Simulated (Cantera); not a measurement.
Charge: 1 mol Si, 2.3 mol NF3, 7 mol Cl2, at 827 °C and 63000 Pa.

Equilibrium computed with Cantera from the NASA thermochemical tables; the gas is ideal and each condensed phase is pure. Candidate condensed phases: Si, Si3N4; 24 gas species. The numbers say what is thermodynamically allowed, not how fast it happens.

Base state: Cl2 0.523, ClF 0.273, N2 0.108, SiF4 0.0943, Cl 0.00138, F 0.000264 (mole fractions); condensed: gas only.

### Question
What changes in the equilibrium state with this change: NF3 from 2.3 to 1.9 mol?

### Answer
| species | before | after |
|---|---|---|
| Cl2 | 0.523 | 0.626 |
| ClF | 0.273 | 0.173 |
| SiF4 | 0.0943 | 0.102 |
| N2 | 0.108 | 0.0969 |
| F | 0.000264 | 0.000153 |
| Cl | 0.00138 | 0.00151 |

### Question
What changes in the equilibrium state with this change: temperature from 827 °C to 475 °C?

### Answer
```tsv
species	before	after
Cl2	0.523	0.524
ClF	0.273	0.274
N2	0.108	0.108
Cl	0.00138	2.35e-6
SiF4	0.0943	0.0943
F	0.000264	2.89e-7
```
